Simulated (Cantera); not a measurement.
Feed: 1 mol Si, 1.6 mol Cl₂, 6.7 mol H₂, at 1002 °C and 2.70 bar.

These are equilibrium values from Cantera (NASA tables, ideal gas, pure condensed phases), not measurements of a reactor. Candidate condensed phases: Si; 19 gas species. The tables' values for SiCl₃ are old estimates; treat these amounts as uncertain. Rates play no part.

Base state: H₂ 0.842, SiCl₄ 0.0539, HCl 0.0458, SiHCl₃ 0.0401, SiCl₃ 0.00731, SiCl₂ 0.00645, SiH₂Cl₂ 0.00413, SiH₃Cl 0.000119 (mole fractions); condensed: Si(s).

Task: What changes in the equilibrium state with this change: pressure from 2.70 bar to 1 atm?

Result: 
```csv
species,before,after
H₂,0.842,0.834
HCl,0.0458,0.0582
SiCl₄,0.0539,0.0538
SiHCl₃,0.0401,0.0312
SiCl₂,0.00645,0.0105
SiH₃Cl,0.000119,5.61e-5
SiH₂Cl₂,0.00413,0.00250
SiCl₃,0.00731,0.00933
"Si(s), mol",0.156,0.184
```
